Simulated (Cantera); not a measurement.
A freely propagating, adiabatic, planar premixed flame of H2 : O2 : N2 = 1 : 0.685 : 2.58 (molar parts), equivalence ratio 0.73, unburnt at 500 K and 5.00 bar; multicomponent+Soret transport, grid criteria slope 0.08 and curve 0.16, no radiation.

Detailed kinetics in Cantera: the H2/O2 subset of GRI-Mech 3.0, which has no nitrogen chemistry. The hydrogen kinetics of GRI-Mech 3.0 are dated; newer H2 mechanisms differ, most at raised pressure. Burning velocities carry a grid error of a few per cent, more on coarse grids.

x: mole fraction of selected species; z is measured from the peak of heat release.

```json
[
 {"z (mm)": "-0.172", "T (K)": "500", "u (m/s)": "2.28", "x H2": "0.234", "x O2": "0.161", "x OH": "<1e-8", "x HO2": "<1e-8", "x H": "<1e-8", "x H2O2": "<1e-8"},
 {"z (mm)": "-0.115", "T (K)": "500", "u (m/s)": "2.28", "x H2": "0.232", "x O2": "0.161", "x OH": "<1e-8", "x HO2": "?", "x H": "<1e-8", "x H2O2": "?"},
 {"z (mm)": "-0.0862", "T (K)": "501", "u (m/s)": "2.27", "x H2": "0.226", "x O2": "0.162", "x OH": "<1e-8", "x HO2": "1.86e-6", "x H": "<1e-8", "x H2O2": "3.68e-7"},
 {"z (mm)": "-0.0574", "T (K)": "509", "u (m/s)": "2.26", "x H2": "0.209", "x O2": "0.166", "x OH": "<1e-8", "x HO2": "1.86e-5", "x H": "<1e-8", "x H2O2": "3.66e-6"},
 {"z (mm)": "-0.0287", "T (K)": "633", "u (m/s)": "2.66", "x H2": "0.156", "x O2": "0.171", "x OH": "3.87e-5", "x HO2": "0.000574", "x H": "1.97e-5", "x H2O2": "8.15e-5"},
 {"z (mm)": "-0.0144", "T (K)": "957", "u (m/s)": "3.94", "x H2": "0.115", "x O2": "0.155", "x OH": "0.000722", "x HO2": "0.000766", "x H": "0.00103", "x H2O2": "0.000125"},
 {"z (mm)": "0", "T (K)": "1355", "u (m/s)": "5.53", "x H2": "0.0688", "x O2": "0.120", "x OH": "0.00272", "x HO2": "0.000401", "x H": "0.00530", "x H2O2": "3.19e-5"},
 {"z (mm)": "0.0144", "T (K)": "?", "u (m/s)": "6.66", "x H2": "?", "x O2": "?", "x OH": "?", "x HO2": "?", "x H": "0.00853", "x H2O2": "?"},
 {"z (mm)": "0.0287", "T (K)": "1794", "u (m/s)": "7.30", "x H2": "0.0185", "x O2": "0.0689", "x OH": "0.00963", "x HO2": "0.000130", "x H": "0.00800", "x H2O2": "3.47e-6"},
 {"z (mm)": "0.0574", "T (K)": "1953", "u (m/s)": "7.92", "x H2": "0.00956", "x O2": "0.0589", "x OH": "0.0112", "x HO2": "6.62e-5", "x H": "0.00464", "x H2O2": "2.05e-6"},
 {"z (mm)": "0.115", "T (K)": "2070", "u (m/s)": "8.36", "x H2": "0.00499", "x O2": "0.0558", "x OH": "0.00946", "x HO2": "2.97e-5", "x H": "0.00166", "x H2O2": "1.23e-6"},
 {"z (mm)": "0.230", "T (K)": "2135", "u (m/s)": "8.60", "x H2": "0.00208", "x O2": "0.0550", "x OH": "0.00655", "x HO2": "1.23e-5", "x H": "0.000419", "x H2O2": "7.38e-7"},
 {"z (mm)": "0.460", "T (K)": "2162", "u (m/s)": "8.69", "x H2": "0.000826", "x O2": "0.0551", "x OH": "0.00434", "x HO2": "6.19e-6", "x H": "0.000106", "x H2O2": "4.91e-7"}
]
```

### Question
Fill in the missing entries.

### Answer

- -0.115, x HO2: 1.91e-7
- -0.115, x H2O2: 3.72e-8
- 0.0144, T (K): 1633
- 0.0144, x H2: 0.0343
- 0.0144, x O2: 0.0863
- 0.0144, x OH: 0.00656
- 0.0144, x HO2: 0.000216
- 0.0144, x H2O2: 5.82e-6
